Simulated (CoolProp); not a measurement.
Vapour-liquid equilibrium of hydrogen sulfide (1) + benzene (2) at 53.05 °C; x and y are mole fractions of (1).

Values from CoolProp's multi-fluid Helmholtz-energy mixture model, Lemmon 2006 and Thol 2012; pair parameters Bell 2016.

Give the bubble pressure and the first vapour's composition at x = 0.05, 0.575, 0.8. Is there an azeotrope?

x = 0.05: 193.5 kPa, y = 0.792; x = 0.575: 1906 kPa, y = 0.985; x = 0.8: 2817 kPa, y = 0.993. No azeotrope shows between x = 0.05 and 0.95.

Pair parameters are fitted to limited data, so mixtures are less certain than the pure fluids.
